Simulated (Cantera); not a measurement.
Feed: 1 mol SiH4, 12 mol O2, 75 mol N2, held at 47000 Pa.

Cantera equilibrium calculation (NASA polynomials, part measured and part estimated; ideal gas, pure solids and liquids). Candidate condensed phases: H2O, Si, SiO2, Si2N2O, Si3N4; 35 gas species. The tables hold silica as quartz up to 1696 K and as liquid above; real silica turns to tridymite and cristobalite and melts near 1996 K. Gases not in the tables: Si(OH)4. Equilibrium is a limit: real reactors are often held back by kinetics, nucleation or transport.

Question: At 1052 °C, list the 4 most abundant gas species with their mole fractions, and the condensed phases.

Answer: N2 0.862, O2 0.115, H2O 0.0230, NO 0.000359. Condensed: SiO2(β-quartz).
